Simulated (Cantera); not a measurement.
Feed: 1 mol Al(CH3)3, 0.5 mol O2, 13 mol N2, equilibrated at 0.570 Torr.

Equilibrium computed with Cantera from the NASA thermochemical tables; the gas is ideal and each condensed phase is pure. Candidate condensed phases: Al, AlN, Al2O3, C, C6H6, C7H8, C8H18, H2O; 148 gas species. The feed counts by its element totals alone. Rates play no part.

At 1650 K, list the 7 most abundant gas species with their mole fractions, and the condensed phases.

N2 0.693, H2 0.248, CO 0.0555, H 0.00164, HCN 0.00115, Al 0.000366, HNC 3.01e-5. Condensed: AlN(s) + C(graphite).
